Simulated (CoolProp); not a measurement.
Dimethyl carbonate along the isotherm 178.95 °C: fugacity coefficient from the reference equation and from simpler models built on Tc = 283.9 °C, pc = 49.09 bar, ω = 0.346; each cubic takes its own stable root.

The numbers come from the reference Helmholtz-energy equation of state, Zhou 2011 in CoolProp.

| p (bar) | phase | reference |
|---|---|---|
| 37.8 | liquid | 0.2295 |
| 75.5 | liquid | 0.1278 |
| 113 | liquid | 0.09481 |
| 151 | liquid | 0.07879 |
| 189 | liquid | 0.06982 |
| 227 | liquid | 0.06442 |
| 264 | liquid | 0.06116 |
| 302 | liquid | 0.05914 |
| 340 | liquid | 0.05807 |
| 378 | liquid | 0.05769 |
| 415 | liquid | 0.05786 |
| 453 | liquid | 0.05848 |
| 491 | liquid | 0.05948 |

### Question
How far does each simpler model (van der Waals, Soave-Redlich-Kwong, Peng-Robinson) lie from the reference over these 13 states: mean and median of the absolute difference, and the worst?

### Answer
- van der Waals: mean 193.5 %, median 190.1 %, worst +295.1 % at 178.95 °C and 491 bar
- Soave-Redlich-Kwong: mean 10.4 %, median 10.6 %, worst +16.7 % at 178.95 °C and 491 bar
- Peng-Robinson: mean 0.9 %, median 0.7 %, worst -2.3 % at 178.95 °C and 491 bar
